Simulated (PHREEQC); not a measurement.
0.013 g of hydrous ferric oxide (600 m²/g; 0.2 weak and 0.005 strong sites per Fe, Dzombak-Morel constants, diffuse double layer) in 1 kg of water with 0.005 mol/kgw of an inert sodium salt and 1.4e-07 mol/kgw NaF and 4.7e-05 mol/kgw MnCl2, at 25 °C; the pH is set by adding NaOH or the inert anion's acid. No oxygen is let in. CO2 from the air is kept out. Nothing may precipitate in this run.

Base run: PHREEQC, ion-association model, wateq4f.dat. Each further column changes one thing. The table gives Mn sorbed (%).

| pH | base | no electrostatic term (-no_edl) | background salt from 0.005 to 0.0005 mol/kgw | oxide from 0.013 to 0.065 g/kgw | 4.2e-06 mol/kgw Na2SO4 added |
|---|---|---|---|---|---|
| 4 | 0.0 | 0.0 | 0.0 | 0.0 | 0.0 |
| 4.5 | 0.0 | 0.0 | 0.0 | 0.0 | 0.0 |
| 5.5 | 0.0 | 0.1 | 0.0 | 0.1 | 0.0 |
| 6 | 0.2 | 0.7 | 0.2 | 0.9 | 0.2 |
| 6.5 | 0.8 | 1.6 | 0.8 | (withheld) | 0.9 |
| 7.5 | 4.5 | 11.4 | 4.8 | 20.4 | 4.5 |
| 8 | 12.3 | 25.5 | 12.8 | (withheld) | 12.3 |
| 8.5 | 21.6 | (withheld) | 22.0 | 79.2 | 21.6 |
| 9.5 | 30.6 | 49.9 | 30.5 | 99.3 | 30.6 |
| 10 | 31.6 | 50.1 | (withheld) | (withheld) | 31.6 |
| 10.5 | 31.9 | (withheld) | 31.8 | 100.0 | 31.9 |
| 11.5 | 31.8 | 29.5 | 31.8 | 100.0 | 31.8 |
| 12 | 31.3 | 13.0 | 31.4 | 100.0 | 31.3 |

Task: Complete the blanks.

Result: 
- 6.5, oxide from 0.013 to 0.065 g/kgw: 4.1
- 8, oxide from 0.013 to 0.065 g/kgw: 49.3
- 8.5, no electrostatic term (-no_edl): 38.7
- 10, background salt from 0.005 to 0.0005 mol/kgw: 31.5
- 10, oxide from 0.013 to 0.065 g/kgw: 99.9
- 10.5, no electrostatic term (-no_edl): 47.7

In at least one series the solution becomes supersaturated in solids that the run did not let form, among them Pyrochroite.
